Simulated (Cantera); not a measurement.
Charge: 1 mol Fe2O3, 1.4 mol H2, 0.42 mol H2O, equilibrated at 1148.15 K and 1.70 bar.

These are equilibrium values from Cantera (NASA tables, ideal gas, pure condensed phases), not measurements of a reactor. Candidate condensed phases: Fe, FeO, Fe(OH)2, Fe(OH)3, Fe2O3, Fe3O4, H2O; 12 gas species. The tables' stoichiometric FeO is somewhat more stable than real wüstite, so its field is too wide. FeO: taken at fixed stoichiometry. Equilibrium is a limit: real reactors are often held back by kinetics, nucleation or transport.

Base state: H2O 0.780, H2 0.220 (mole fractions); condensed: FeO(s).

Question: What changes in the equilibrium state with this change: Fe2O3 replaced by Cu2O?

Answer: 
```json
[
 {"species": "H2O", "before": "0.780", "after": "0.780"},
 {"species": "H2", "before": "0.220", "after": "0.220"},
 {"species": "FeO(s), mol", "before": "2.00", "after": "0"},
 {"species": "Cu(s), mol", "before": "0", "after": "2.00"}
]
```
Further candidate phases: Cu, CuO, Cu(OH)2, Cu2O.

Question: What changes in the equilibrium state with this change: temperature from 1148.15 K to 2175 K?

Answer: 
```tsv
species	before	after
H2O	0.780	0.778
H2	0.220	0.219
H	2.58e-8	0.00175
Fe(OH)2	1.45e-7	0.000629
OH	<1e-9	0.000836
Fe	<1e-9	0.000175
FeO	<1e-9	1.82e-5
FeO(s), mol	2.00	0
FeO(l), mol	0	2.00
```
